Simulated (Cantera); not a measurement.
A closed system holds: 1 mol SiO₂, 0.87 mol F₂, 0.82 mol N₂, 2.4 mol HF, at 3.90e-5 bar.

Cantera equilibrium calculation (NASA polynomials, part measured and part estimated; ideal gas, pure solids and liquids). Candidate condensed phases: H₂O, Si, SiO₂, Si₂N₂O, Si₃N₄; 58 gas species. The tables' values for SiF₃, SiO₂, SiF₂ are old estimates; treat these amounts as uncertain. The tables hold silica as quartz up to 1696 K and as liquid above; real silica turns to tridymite and cristobalite and melts near 1996 K. The numbers say what is thermodynamically allowed, not how fast it happens.

log p: log10 of the partial pressure in bar; n: condensed amount in mol.

| T (K) | log p HF | log p N₂ | log p SiF₄ | log p O₂ | log p H₂O | log p SiO | log p O | n SiO₂(α-quartz) | n SiO₂(β-quartz) | n SiO₂(condensed) |
|---|---|---|---|---|---|---|---|---|---|---|
| 700 | -4.78 | -5.09 | -5.21 | -5.36 | -5.44 | <-16 | <-16 | 0.381 | 0 | 0 |
| 900 | -4.67 | -5.10 | -5.33 | -5.38 | ? | <-16 | ? | 0 | 0.517 | 0 |
| 1100 | -4.65 | -5.11 | -5.37 | -5.38 | -6.54 | <-16 | -11.29 | 0 | 0.550 | 0 |
| 1300 | -4.64 | -5.11 | -5.38 | -5.38 | -6.93 | -16.05 | -9.44 | 0 | 0.559 | 0 |
| 1500 | -4.64 | -5.11 | -5.38 | -5.38 | ? | ? | ? | 0 | 0.562 | 0 |
| 1700 | -4.64 | -5.11 | -5.38 | -5.39 | -7.44 | -8.56 | -7.04 | 0 | 0 | 0.562 |
| 1900 | -4.66 | -5.13 | -5.42 | -5.39 | -7.66 | -6.05 | -6.22 | 0 | 0 | 0.458 |

Q: Some entries are withheld; supply them.

A: 
- 900, log p H₂O: -6.03
- 900, log p O: -13.96
- 1500, log p H₂O: -7.21
- 1500, log p SiO: -11.80
- 1500, log p O: -8.08
